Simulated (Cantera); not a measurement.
An isothermal, constant-pressure homogeneous reactor starts with N2O = 1 (molar parts), at 1300 K and 20000 Pa. Integrator tolerance rtol = 1e-08.

Detailed kinetics in Cantera: GRI-Mech 3.0 (53 species, 325 reactions). GRI-Mech 3.0 was tuned for natural gas; its chemistry of N2O as a main component is partial and can be far from experiment. The mechanism lacks the step 2 NO + O2 → 2 NO2, which can matter for NO2 below about 1400 K. The temperature is held fixed by assumption; the heat of reaction is taken as removed at once.

| quantity | before | after |
|---|---|---|
| x(N2O) at 6.00 s | 0.0210 (gas-phase equilibrium 1.26e-8) | 0.00969 (gas-phase equilibrium 1.46e-8) |
| x(NO2) at 6.00 s | 0.000207 (gas-phase equilibrium 2.81e-6) | 0.000301 (gas-phase equilibrium 3.26e-6) |
| x(O2) at 6.00 s | 0.282 (gas-phase equilibrium 0.333) | 0.287 (gas-phase equilibrium 0.333) |
| x(N2) at 6.00 s | 0.608 (gas-phase equilibrium 0.666) | 0.617 (gas-phase equilibrium 0.666) |
| x(NO) at 6.00 s | 0.0886 (gas-phase equilibrium 0.000461) | 0.0866 (gas-phase equilibrium 0.000461) |
| x(O) at 6.00 s | 2.12e-6 (gas-phase equilibrium 2.30e-7) | 9.60e-7 (gas-phase equilibrium 1.98e-7) |

### Question
What was changed between the two runs?
A. pressure from 20000 Pa to 150000 Pa
B. pressure from 20000 Pa to 13300 Pa
C. pressure from 20000 Pa to 27000 Pa
D. pressure from 20000 Pa to 2700 Pa

### Answer
C, pressure from 20000 Pa to 27000 Pa
